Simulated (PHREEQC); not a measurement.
0.1 mol of Fluorite (CaF2) is brought to equilibrium with 1 kg of water holding 0.01 mol NaCl, at 20 °C, the pH being set by adding NaOH or HCl. Oxygen is held at 0.21 atm. CO2 from the air is kept out. Solids allowed: Fluorite. Others were left out.

Base run: PHREEQC, ion-association model, phreeqc.dat. Each further column changes one thing. The table gives dissolved Ca (mol/kgw).

```json
[
 {"pH": "3", "base": "0.000375", "temperature from 20 to 50 °C": "0.000598", "temperature from 20 to 75 °C": "0.000863"},
 {"pH": "4.12", "base": "0.000231", "temperature from 20 to 50 °C": "0.000305", "temperature from 20 to 75 °C": "0.000364"},
 {"pH": "5.25", "base": "0.000218", "temperature from 20 to 50 °C": "0.000278", "temperature from 20 to 75 °C": "0.000314"},
 {"pH": "5.81", "base": "0.000218", "temperature from 20 to 50 °C": "0.000276", "temperature from 20 to 75 °C": "0.000311"},
 {"pH": "6.94", "base": "0.000217", "temperature from 20 to 50 °C": "0.000276", "temperature from 20 to 75 °C": "0.000310"},
 {"pH": "8.06", "base": "0.000217", "temperature from 20 to 50 °C": "0.000276", "temperature from 20 to 75 °C": "0.000310"},
 {"pH": "9.19", "base": "0.000218", "temperature from 20 to 50 °C": "0.000276", "temperature from 20 to 75 °C": "0.000311"},
 {"pH": "9.75", "base": "0.000218", "temperature from 20 to 50 °C": "0.000277", "temperature from 20 to 75 °C": "0.000314"},
 {"pH": "10.88", "base": "0.000219", "temperature from 20 to 50 °C": "0.000287", "temperature from 20 to 75 °C": "0.000352"},
 {"pH": "12", "base": "0.000239", "temperature from 20 to 50 °C": "0.000374", "temperature from 20 to 75 °C": "0.000561"}
]
```

 Away from 25 °C the constants follow the database's enthalpies or fits; those with neither stay at their 25 °C values.
